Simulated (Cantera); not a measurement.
Feed: 1 mol AlI3, 4.5 mol O2, 290 mol H2, 18 mol H2O, held at 1698.15 K.

Method: chemical equilibrium by Gibbs-energy minimisation in Cantera with the NASA 1993 tables (ideal gas, pure condensed phases). Candidate condensed phases: Al, AlI3, Al2O3, H2O, I2; 25 gas species. Gases not in the tables: Al(OH)3. Kinetics and transport are ignored.

x: gas mole fraction; n: condensed amount in mol.

```tsv
P (Pa)	x H2	x H2O	x H	x I	x HI	x OH	n Al2O3(s)
10	0.895	0.0814	0.0137	0.00945	0.000134	6.40e-5	0.500
28	0.901	0.0816	0.00821	0.00938	0.000223	3.83e-5	0.500
77	0.904	0.0818	0.00496	0.00926	0.000366	2.31e-5	0.500
220	0.906	0.0819	___	0.00903	___	___	0.500
600	0.907	0.0820	0.00178	0.00868	0.000959	8.27e-6	0.500
1700	0.907	0.0820	0.00106	0.00813	0.00151	4.92e-6	0.500
4600	0.908	0.0821	___	___	___	___	0.500
13000	0.908	0.0821	0.000383	0.00638	0.00328	1.78e-6	0.500
36000	0.908	0.0822	0.000230	0.00521	0.00446	1.07e-6	0.500
100000	0.908	0.0822	0.000138	0.00398	0.00569	6.43e-7	0.500
```

Problem. Complete the blanks.

Solution. 
- 220, x H: 0.00294
- 220, x HI: 0.000604
- 220, x OH: 1.37e-5
- 4600, x H: 0.000643
- 4600, x I: 0.00739
- 4600, x HI: 0.00226
- 4600, x OH: 2.99e-6
